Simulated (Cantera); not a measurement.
Adiabatic ignition

An adiabatic, constant-volume homogeneous reactor starts with 3.02 % CH₄, 3.63 % H₂, 19.6 % O₂, 73.7 % N₂, at 1250 K and 260000 Pa.

Model: GRI-Mech 3.0 (53 species, 325 reactions), integrated in Cantera.

| t (s) | T (K) | P (bar) | x CH₄ | x H₂ | x O₂ | x H₂O | x CO₂ | x C₂H₂ | x NO₂ |
|---|---|---|---|---|---|---|---|---|---|
| 2.00e-6 | 1250 | 2.60 | 0.0302 | 0.0363 | 0.196 | 4.90e-9 | <1e-12 | <1e-12 | <1e-12 |
| 7.52e-6 | 1250 | 2.60 | 0.0302 | 0.0363 | 0.196 | 6.69e-8 | <1e-12 | <1e-12 | <1e-12 |
| 2.83e-5 | 1250 | 2.60 | 0.0302 | 0.0363 | 0.196 | 1.48e-6 | 2.79e-11 | <1e-12 | <1e-12 |
| 0.000106 | 1276 | 2.65 | 0.0281 | 0.0349 | 0.194 | 0.00329 | 2.68e-5 | 4.64e-8 | 3.35e-12 |
| 0.000399 | 2347 | 4.80 | <1e-12 | 0.000344 | 0.118 | 0.0953 | 0.0301 | <1e-12 | 2.38e-7 |
| 0.00150 | 2346 | 4.80 | <1e-12 | 0.000342 | 0.118 | 0.0954 | 0.0301 | <1e-12 | 1.06e-6 |
| 0.00565 | 2342 | 4.79 | <1e-12 | 0.000336 | 0.117 | 0.0954 | 0.0301 | <1e-12 | 3.90e-6 |
| 0.0212 | 2331 | 4.77 | <1e-12 | 0.000320 | 0.115 | 0.0955 | 0.0301 | <1e-12 | 1.15e-5 |
| 0.0798 | 2319 | 4.75 | <1e-12 | 0.000304 | 0.113 | 0.0957 | 0.0302 | <1e-12 | 1.94e-5 |
| 0.300 | 2318 | 4.74 | <1e-12 | 0.000303 | 0.113 | 0.0957 | 0.0302 | <1e-12 | 2.03e-5 |
x: mole fraction; the columns are a selection and need not sum to one.

The time of steepest temperature rise is 0.154 ms. The temperature at 0.300 s comes out as 2318 K and the equilibrium temperature is 2318 K. The x(CH₄) at 0.300 s is <1e-12 (gas-phase equilibrium <1e-12). The x(H₂) at 0.300 s is 0.000303 (gas-phase equilibrium 0.000303) and the x(O₂) at 0.300 s comes out as 0.113 (gas-phase equilibrium 0.113).
